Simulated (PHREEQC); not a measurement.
0.025 g of hydrous ferric oxide (600 m²/g; 0.2 weak and 0.005 strong sites per Fe, Dzombak-Morel constants, diffuse double layer) in 1 kg of water with 0.005 mol/kgw of an inert sodium salt and 4.3e-05 mol Ag2SO4 and 1.3e-05 mol CaCl2, at 25 °C; the pH is set by adding NaOH or the inert anion's acid. Oxygen alone is held at its pressure in air (log pO2 = -0.68). CO2 from the air is kept out. Precipitation was switched off in this run.

The numbers come from PHREEQC with the ion-association model, wateq4f.dat.

```csv
pH,S sorbed (%),Ag sorbed (%),Ca sorbed (%),surface charge σ (C/m²),surface potential ψ (mV)
3,56.4,0.0,0.0,0.055,127
3.5,56.0,0.0,0.0,0.050,126
4,53.3,0.0,0.0,(withheld),123
4.5,(withheld),0.0,0.0,0.042,118
5,38.6,0.1,0.0,0.036,111
5.5,27.8,0.3,0.0,(withheld),101
6,16.7,0.8,0.0,0.024,91
6.5,7.5,1.3,0.0,0.018,77
7,2.0,1.7,0.0,0.012,59
7.5,0.3,2.2,(withheld),0.006,34
8,0.0,3.4,0.4,0.001,6
8.5,0.0,6.8,3.0,(withheld),(withheld)
9,0.0,14.2,16.1,-0.008,-44
```

What belongs in the gaps?


- 4, surface charge σ (C/m²): 0.046
- 4.5, S sorbed (%): 47.5
- 5.5, surface charge σ (C/m²): 0.030
- 7.5, Ca sorbed (%): 0.1
- 8.5, surface charge σ (C/m²): -0.004
- 8.5, surface potential ψ (mV): -21

Along this series the solution becomes supersaturated in solids that the run did not let form, among them Cerargyrite. The oxide is taken as insoluble; below pH 4 it would dissolve.
